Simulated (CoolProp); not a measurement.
Ammonia at several states: density (kg/m³) from the reference equation and from simpler models built on Tc = 132.4 °C, pc = 113.6 bar, ω = 0.256; each cubic takes its own stable root.

Values from CoolProp's reference Helmholtz-energy equation of state, Gao 2020.

```json
[
 {"T (°C)": "212.55", "p (bar)": "0.148", "phase": "gas", "reference": "0.06243", "Redlich-Kwong": "0.06243", "Soave-Redlich-Kwong": "0.06243", "Peng-Robinson": "0.06243"},
 {"T (°C)": "383.95", "p (bar)": "392", "phase": "supercritical", "reference": "141.9", "Redlich-Kwong": "143.7", "Soave-Redlich-Kwong": "128.2", "Peng-Robinson": "134.4"},
 {"T (°C)": "165.15", "p (bar)": "0.192", "phase": "gas", "reference": "0.08977", "Redlich-Kwong": "0.08977", "Soave-Redlich-Kwong": "0.08977", "Peng-Robinson": "0.08977"},
 {"T (°C)": "205.85", "p (bar)": "1.21", "phase": "gas", "reference": "0.5185", "Redlich-Kwong": "0.5186", "Soave-Redlich-Kwong": "0.5185", "Peng-Robinson": "0.5186"},
 {"T (°C)": "68.45", "p (bar)": "6.19", "phase": "gas", "reference": "3.862", "Redlich-Kwong": "3.830", "Soave-Redlich-Kwong": "3.838", "Peng-Robinson": "3.848"},
 {"T (°C)": "-20.85", "p (bar)": "1.88", "phase": "liquid", "reference": "666.1", "Redlich-Kwong": "1.559", "Soave-Redlich-Kwong": "528.2", "Peng-Robinson": "596.5"}
]
```

At some of these states Redlich-Kwong gives the other phase, because its saturation line lies elsewhere.
